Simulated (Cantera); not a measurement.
Charge: 1 mol Ta2O5, 1.9 mol CO, equilibrated at 2025 °C and 100 Torr.

These are equilibrium values from Cantera (NASA tables, ideal gas, pure condensed phases), not measurements of a reactor. Candidate condensed phases: C, Ta, TaC, Ta2O5; 15 gas species. Mutual solubility and eutectic melting of coexisting phases are not modelled. TaC: taken at fixed stoichiometry. Condensed phases not in the tables: Ta2C. Rates play no part.

Base state: CO 0.998, CO2 0.00102, TaO2 0.000472, TaO 8.82e-5 (mole fractions); condensed: TaC(s) + Ta2O5(l).

Q: What changes in the equilibrium state with this change: temperature from 2025 °C to 625 °C?

A: 
```json
[
 {"species": "CO", "before": "0.998", "after": "0.660"},
 {"species": "CO2", "before": "0.00102", "after": "0.340"},
 {"species": "TaO2", "before": "0.000472", "after": "<1e-9"},
 {"species": "TaO", "before": "8.82e-5", "after": "<1e-9"},
 {"species": "TaC(s), mol", "before": "0.000353", "after": "0"},
 {"species": "Ta2O5(l), mol", "before": "0.999", "after": "0"},
 {"species": "C(graphite), mol", "before": "0", "after": "0.482"},
 {"species": "Ta2O5(s), mol", "before": "0", "after": "1.00"}
]
```
